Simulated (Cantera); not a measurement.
Charge: 1 mol Fe2O3, 2.1 mol CH4, 0.021 mol CO, equilibrated at 1.33 mbar.

Cantera equilibrium calculation (NASA polynomials, part measured and part estimated; ideal gas, pure solids and liquids). Candidate condensed phases: C, C6H6, C7H8, C8H18, Fe, Fe(CO)5, FeO, Fe(OH)2, Fe(OH)3, Fe2O3, Fe3O4, H2O; 114 gas species. The numbers say what is thermodynamically allowed, not how fast it happens.

Q: What share of the Fe ends up in condensed phases as a function of T (K), at 898, 1098, 1298, 1498, 1698, 1898, 2098, 2298, 2498?

A: 
| T (K) | Fe condensed (%) | as |
|---|---|---|
| 898 | 100.0 | Fe(α) |
| 1098 | 100.0 | Fe(α) |
| 1298 | 100.0 | Fe(γ) |
| 1498 | 100.0 | Fe(γ) |
| 1698 | 98.5 | Fe(δ) |
| 1898 | 71.6 | Fe(l) |
| 2098 | 0.0 | - |
| 2298 | 0.0 | - |
| 2498 | 0.0 | - |
